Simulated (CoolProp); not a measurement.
A closed Brayton cycle with carbon dioxide: compressor inlet 325.15 K and 7.9 MPa, high pressure 16.2 MPa, turbine inlet 795 K, compressor efficiency 0.89, turbine efficiency 0.93, recuperator effectiveness 0.95 (on enthalpy, no pinch check). Each further row changes one setting.

Model: reference Helmholtz-energy equation of state, Span 1996, in CoolProp.

| case | thermal efficiency (%) | net work (kJ/kg) | compressor to turbine work | compressor exit (K) | turbine exit (K) |
|---|---|---|---|---|---|
| as stated | ___ | 60.9 | 0.36 | 385.4 | 708.0 |
| turbine inlet 745 K | 33.1 | ___ | 0.39 | 385.4 | 661.3 |
| compressor inlet 335.15 K | ___ | 56.8 | 0.40 | 398.7 | 708.0 |
| high pressure 13.8 MPa | ___ | ___ | 0.35 | ___ | ___ |
| recuperator effectiveness 0.5 | ___ | 60.9 | 0.36 | 385.4 | 708.0 |

### Question
Some entries are withheld; supply them.

### Answer

- as stated, thermal efficiency (%): 35.2
- turbine inlet 745 K, net work (kJ/kg): 54.2
- compressor inlet 335.15 K, thermal efficiency (%): 34.5
- high pressure 13.8 MPa, thermal efficiency (%): 33.8
- high pressure 13.8 MPa, net work (kJ/kg): 49.1
- high pressure 13.8 MPa, compressor exit (K): 371.6
- high pressure 13.8 MPa, turbine exit (K): 727.1
- recuperator effectiveness 0.5, thermal efficiency (%): 17.9
